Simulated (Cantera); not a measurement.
Cantera run:

```python
import numpy as np
import cantera as ct

gas_names = """
    F F2 N NF NF2 NF3 N2 Si SiF SiF2 SiF3 SiF4 SiN Si2 Si2N Si3
""".split()
cond_names = """
    Si(cr) Si(L) Si3N4(a)
""".split()


def load(file, names, dense=False):
    # The tables refer to 1 bar. Condensed volumes are neglected.
    table = {s.name: s for s in ct.Species.list_from_file(file)}
    out = []
    for n in names:
        d = dict(table[n].input_data)
        d["thermo"] = dict(d["thermo"], **{"reference-pressure": 1e5})
        if dense:
            d["equation-of-state"] = {"model": "constant-volume", "density": "1e6 g/cm^3"}
        out.append(ct.Species.from_dict(d))
    return out


gas = ct.Solution(thermo="ideal-gas", species=load("nasa_gas.yaml", gas_names))
cond = {s.name: ct.Solution(thermo="fixed-stoichiometry", species=[s], name=s.name)
        for s in load("nasa_condensed.yaml", cond_names, dense=True)}
atoms = {
    'Si': {'Si': 1},
    'F2': {'F': 2},
    'N2': {'N': 2},
}
top_T = {'Si3N4(a)': 2400}  # K; cautious upper limits of use, not melting points


def equilibrate(T, P, feed):
    n = {}
    for name, mol in feed.items():
        for a, k in atoms[name].items():
            n[a] = n.get(a, 0.0) + k * mol
    gas.TPX = T, P, n
    mass = sum(n.values()) * gas.mean_molecular_weight
    gas.equilibrate("TP")
    valid = [c for c in cond.values() if c.min_temp <= T <= top_T.get(c.name, c.max_temp)]
    mix = ct.Mixture([(gas, mass / gas.mean_molecular_weight)] + [(c, 0.0) for c in valid])
    mix.T, mix.P = T, P
    mix.equilibrate("TP", solver="vcs", rtol=1e-11, max_steps=5000)
    return mix


results = []
feed = {'Si': 1, 'F2': 2.1, 'N2': 11}  # mol
T = 1550  # K
P = 28000  # Pa
mix = equilibrate(T, P, feed)
results.append((T, P, feed, dict(zip(mix.species_names, mix.species_moles))))
print(gas.report(threshold=0.001))
for i in range(1, mix.n_phases):
    print(f"{mix.phase(i).name:16s} {mix.phase_moles(i):12.5e} mol")
```

Output:

```
       temperature   1550 K
          pressure   28000 Pa
           density   0.07409 kg/m^3
  mean mol. weight   34.101 kg/kmol
   phase of matter   gas

                          1 kg             1 kmol
                     ---------------   ---------------
          enthalpy       -2.4752e+06       -8.4407e+07  J
   internal energy       -2.8531e+06       -9.7294e+07  J
           entropy            7970.5         2.718e+05  J/K
    Gibbs function       -1.4829e+07        -5.057e+08  J
 heat capacity c_p            1187.1             40481  J/K
 heat capacity c_v            943.28             32167  J/K

                      mass frac. Y      mole frac. X     chem. pot. / RT
                     ---------------   ---------------   ---------------
                 F         0.0091258           0.01638           -20.543
                N2            0.7407           0.90165            -27.49
              SiF4           0.25017          0.081968           -172.23
     [  +13 minor]         7.311e-06        6.5613e-06

Si(cr)            0.00000e+00 mol
Si3N4(a)          0.00000e+00 mol
```

Method: chemical equilibrium by Gibbs-energy minimisation in Cantera with the NASA 1993 tables (ideal gas, pure condensed phases).
